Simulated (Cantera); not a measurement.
Charge: 1 mol SiH₂Cl₂, 0.1 mol NO, at 1227 °C and 19.0 Pa.

These are equilibrium values from Cantera (NASA tables, ideal gas, pure condensed phases), not measurements of a reactor. Candidate condensed phases: H₂O, NH₄Cl, Si, SiO₂, Si₂N₂O, Si₃N₄; 47 gas species. The tables' values for SiCl₃, SiCl are old estimates; treat these amounts as uncertain. The numbers say what is thermodynamically allowed, not how fast it happens.

Base state: H₂ 0.365, SiCl₂ 0.358, HCl 0.202, SiO 0.0466, N₂ 0.0233, SiCl₃ 0.00411, H 0.000771, Cl 0.000344 (mole fractions); condensed: Si(s).

Q: What changes in the equilibrium state with this change: NO from 0.1 to 0.41 mol?

A: 
```tsv
species	before	after
HCl	0.202	0.349
H₂	0.365	0.221
SiCl₂	0.358	0.212
SiO	0.0466	0.146
N₂	0.0233	0.0652
Si	5.54e-5	6.60e-6
SiCl	0.000186	4.94e-5
SiCl₄	0.000150	0.000437
Si(s), mol	0.121	0
Si₂N₂O(s), mol	0	0.0402
```

Q: What changes in the equilibrium state with this change: SiH₂Cl₂ replaced by Si₂H₆?

A: 
| species | before | after |
|---|---|---|
| H₂ | 0.365 | 0.951 |
| SiO | 0.0466 | 0.0317 |
| N₂ | 0.0233 | 0.0159 |
| SiCl₂ | 0.358 | 0 |
| HCl | 0.202 | 0 |
| SiCl₃ | 0.00411 | 0 |
| Cl | 0.000344 | 0 |
| Si(s), mol | 0.121 | 1.90 |
The feed counts by its element totals alone.

Q: What changes in the equilibrium state with this change: temperature from 1227 °C to 1325 °C?

A: 
| species | before | after |
|---|---|---|
| H₂ | 0.365 | 0.365 |
| SiCl₂ | 0.358 | 0.362 |
| HCl | 0.202 | 0.196 |
| SiCl₃ | 0.00411 | 0.00223 |
| N₂ | 0.0233 | 0.0232 |
| SiO | 0.0466 | 0.0464 |
| Si | 5.54e-5 | 0.000492 |
| SiCl₄ | 0.000150 | 3.41e-5 |
| Si(s), mol | 0.121 | 0.113 |
